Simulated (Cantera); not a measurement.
**Fluorocarbon and chlorocarbon gases: c-C4F8 + HCl + H2**

Charge: 1 mol c-C4F8, 0.2 mol HCl, 0.091 mol H2, held at 1.20 Pa.

Cantera equilibrium calculation (NASA polynomials, part measured and part estimated; ideal gas, pure solids and liquids). Candidate condensed phases: C, C6H6, C7H8, C8H18; 135 gas species. Ions and electrons are included (thermal ionisation). The feed counts by its element totals alone. Kinetics and transport are ignored.

```json
[
 {"T (°C)": "2227", "log p F": "-4.99", "log p C": "-6.78", "log p C3": "-6.30", "log p HF": "-6.33", "log p H": "-7.22", "log p CF": "-6.48", "log p Cl": "-6.56", "log p C2": "-7.34", "n C(graphite)": "2.47"},
 {"T (°C)": "2477", "log p F": "-5.06", "log p C": "-5.86", "log p C3": "-6.08", "log p HF": "-6.85", "log p H": "-6.54", "log p CF": "-6.68", "log p Cl": "-6.65", "log p C2": "-6.66", "n C(graphite)": "0"},
 {"T (°C)": "2727", "log p F": "-5.11", "log p C": "-5.48", "log p C3": "-7.05", "log p HF": "-7.74", "log p H": "-6.45", "log p CF": "-7.23", "log p Cl": "-6.71", "log p C2": "-6.86", "n C(graphite)": "0"},
 {"T (°C)": "2977", "log p F": "-5.12", "log p C": "-5.42", "log p C3": "-8.69", "log p HF": "-8.54", "log p H": "-6.44", "log p CF": "-7.93", "log p Cl": "-6.72", "log p C2": "-7.58", "n C(graphite)": "0"},
 {"T (°C)": "3227", "log p F": "-5.12", "log p C": "-5.42", "log p C3": "-10.21", "log p HF": "-9.23", "log p H": "-6.44", "log p CF": "-8.57", "log p Cl": "-6.72", "log p C2": "-8.27", "n C(graphite)": "0"},
 {"T (°C)": "3477", "log p F": "-5.12", "log p C": "-5.42", "log p C3": "-11.54", "log p HF": "-9.82", "log p H": "-6.44", "log p CF": "-9.12", "log p Cl": "-6.72", "log p C2": "-8.88", "n C(graphite)": "0"},
 {"T (°C)": "3727", "log p F": "-5.12", "log p C": "-5.42", "log p C3": "-12.71", "log p HF": "-10.35", "log p H": "-6.44", "log p CF": "-9.61", "log p Cl": "-6.72", "log p C2": "-9.41", "n C(graphite)": "0"},
 {"T (°C)": "3977", "log p F": "-5.12", "log p C": "-5.42", "log p C3": "-13.75", "log p HF": "-10.81", "log p H": "-6.44", "log p CF": "-10.04", "log p Cl": "-6.72", "log p C2": "-9.88", "n C(graphite)": "0"},
 {"T (°C)": "4227", "log p F": "-5.12", "log p C": "-5.42", "log p C3": "-14.67", "log p HF": "-11.22", "log p H": "-6.44", "log p CF": "-10.43", "log p Cl": "-6.72", "log p C2": "-10.31", "n C(graphite)": "0"},
 {"T (°C)": "4477", "log p F": "-5.12", "log p C": "-5.43", "log p C3": "-15.51", "log p HF": "-11.59", "log p H": "-6.44", "log p CF": "-10.78", "log p Cl": "-6.72", "log p C2": "-10.69", "n C(graphite)": "0"},
 {"T (°C)": "4727", "log p F": "-5.12", "log p C": "-5.44", "log p C3": "-16.27", "log p HF": "-11.92", "log p H": "-6.44", "log p CF": "-11.10", "log p Cl": "-6.72", "log p C2": "-11.05", "n C(graphite)": "0"}
]
```
log p: log10 of the partial pressure in bar; n: condensed amount in mol.

At 2227 °C the condensed part is C(graphite). From 2477 °C to 4727 °C nothing is condensed. The main C-bearing gas is C3 at 2227 °C and C at 4727 °C.
